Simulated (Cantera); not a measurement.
Feed: 1 mol CaCO₃, 3.3 mol O₂, at 13.3 mbar.

Cantera equilibrium calculation (NASA polynomials, part measured and part estimated; ideal gas, pure solids and liquids). Candidate condensed phases: C, Ca, CaCO₃, CaO; 15 gas species. Equilibrium is a limit: real reactors are often held back by kinetics, nucleation or transport. All values below are at 698 K.

Base state: O₂ 0.999, CO₂ 0.000514 (mole fractions); condensed: CaCO₃(calcite) + CaO(s).

Q: What changes in the equilibrium state with this change: CaCO₃ replaced by MgCO₃?

A: 
```csv
species,before,after
O₂,0.999,0.767
CO₂,0.000514,0.233
"CaCO₃(calcite), mol",0.998,0
"CaO(s), mol",0.00170,0
"MgO(s), mol",0,1.00
```
Further candidate phases: Mg, MgCO₃, MgO.
